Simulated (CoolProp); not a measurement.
Aqueous ethylene glycol as a coolant, at 38 °C, 1 atm.

The numbers come from the Melinder's fits for secondary coolants in CoolProp.

| mass % | freezing point (°C) | viscosity (mPa s) | cp (kJ/(kg K)) | conductivity (W/(m K)) | density (kg/m³) |
|---|---|---|---|---|---|
| 5.5 | -1.7 | 0.756 | 4.113 | ___ | 999.6 |
| 14.2 | ___ | ___ | 4.008 | ___ | 1010 |
| 23 | -9.7 | 1.14 | ___ | 0.513 | 1021 |
| 31.7 | -15.9 | 1.40 | 3.740 | 0.474 | 1032 |
| 40.5 | -24.4 | 1.74 | 3.581 | ___ | ___ |
| 49.3 | -35.0 | 2.17 | 3.416 | 0.403 | ___ |
| 58 | -47.9 | 2.72 | 3.248 | 0.372 | 1064 |

Q: Some entries are withheld; supply them.

A: 
- 5.5, conductivity (W/(m K)): 0.599
- 14.2, freezing point (°C): -5.1
- 14.2, viscosity (mPa s): 0.921
- 14.2, conductivity (W/(m K)): 0.555
- 23, cp (kJ/(kg K)): 3.884
- 40.5, conductivity (W/(m K)): 0.437
- 40.5, density (kg/m³): 1043
- 49.3, density (kg/m³): 1054
